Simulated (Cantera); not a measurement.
Input: 1 mol Al, a varied amount of NH3, 1.4 mol N2, equilibrated at 1825 °C and 10000 Pa.

These are equilibrium values from Cantera (NASA tables, ideal gas, pure condensed phases), not measurements of a reactor. Candidate condensed phases: Al, AlN; 13 gas species. Kinetics and transport are ignored.

### Question
What share of the Al ends up in condensed phases as a function of n(NH3) (mol), at 5.9, 9.1, 14, 22, 34, 52, 81, 120, 190?

### Answer
```
n(NH3) (mol)  Al condensed (%)      as
------------  ----------------  ------
5.9                       90.5  AlN(s)
9.1                       85.3  AlN(s)
14                        77.2  AlN(s)
22                        64.1  AlN(s)
34                        44.3  AlN(s)
52                        14.6  AlN(s)
81                         0.0       -
120                        0.0       -
190                        0.0       -
```
